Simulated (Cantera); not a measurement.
Input: 1 mol Si3N4, 2.1 mol O2, 28 mol H2, at 1500 K and 10000 Pa.

Cantera equilibrium calculation (NASA polynomials, part measured and part estimated; ideal gas, pure solids and liquids). Candidate condensed phases: H2O, Si, SiO2, Si2N2O, Si3N4; 35 gas species. Mutual solubility and eutectic melting of coexisting phases are not modelled. The tables hold silica as quartz up to 1696 K and as liquid above; real silica turns to tridymite and cristobalite and melts near 1996 K. Equilibrium is a limit: real reactors are often held back by kinetics, nucleation or transport.

Task: What is the equilibrium state?

Result: 
```json
{
 "x(H2)": "0.952",
 "x(N2)": "0.0476",
 "x(SiO)": "0.000132",
 "x(H2O)": "0.000123",
 "x(H)": "5.43e-5",
 "x(NH3)": "1.26e-6",
 "n(SiO2(β-quartz))": "1.80 mol",
 "n(Si2N2O(s))": "0.600 mol",
 "gas_amount": "29.40 mol",
 "log10 activity of Si(s) (absent)": "-3.19"
}
```
